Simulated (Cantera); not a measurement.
A Cantera script and its output.

```python
import numpy as np
import cantera as ct

gas = ct.Solution("gri30.yaml")
gas.TPX = 1323, 26000, {'N2O': 1, 'H2': 0.012, 'N2': 2.4}
inlet = ct.Reservoir(gas, clone=True)

reactor = ct.IdealGasConstPressureReactor(gas, energy="off", clone=False)
exhaust = ct.Reservoir(gas, clone=True)
tau = [0.71, 0.25, 0.086, 0.03, 0.01, 0.0036, 0.0012][0]
for a, b in ((inlet, reactor), (reactor, exhaust)):
    ct.MassFlowController(a, b, mdot=lambda t: reactor.mass / tau)
net = ct.ReactorNet([reactor])
show = ['N2O', 'H2', 'O2', 'NO', 'O']

rows = []
print(f"{'tau/s':>10s}{'T/K':>9s}" + "".join(f"{s:>11s}" for s in show))
for tau in [0.71, 0.25, 0.086, 0.03, 0.01, 0.0036, 0.0012]:
    net.initial_time = 0.0
    net.advance(30 * tau)
    before = gas.X
    net.advance(40 * tau)
    drift = np.max(np.abs(gas.X - before) / (gas.X + 1e-9))
    rows.append([gas.T, *gas[show].X, drift])
    print(f"{tau:10.3e}{gas.T:9.1f}" + "".join(f"{x:11.3e}" for x in gas[show].X))
```

It prints:

```
     tau/s      T/K        N2O         H2         O2         NO          O
 7.100e-01   1323.0  1.423e-01  2.563e-05  5.517e-02  1.817e-02  8.789e-06
 2.500e-01   1323.0  2.107e-01  6.600e-05  2.939e-02  9.954e-03  9.261e-06
 8.600e-02   1323.0  2.564e-01  1.655e-04  1.239e-02  4.216e-03  9.438e-06
 3.000e-02   1323.0  2.773e-01  3.860e-04  4.674e-03  1.582e-03  9.418e-06
 1.000e-02   1323.0  2.861e-01  8.608e-04  1.588e-03  5.442e-04  9.091e-06
 3.600e-03   1323.0  2.896e-01  1.613e-03  5.517e-04  2.105e-04  8.444e-06
 1.200e-03   1323.0  2.917e-01  2.614e-03  1.624e-04  7.853e-05  7.479e-06
```

Detailed kinetics in Cantera: GRI-Mech 3.0 (53 species, 325 reactions). GRI-Mech 3.0 was tuned for natural gas; its chemistry of N2O as a main component is partial and can be far from experiment. The mechanism lacks the step 2 NO + O2 → 2 NO2, which can matter for NO2 below about 1400 K. The temperature is held fixed by assumption; the heat of reaction is taken as removed at once.
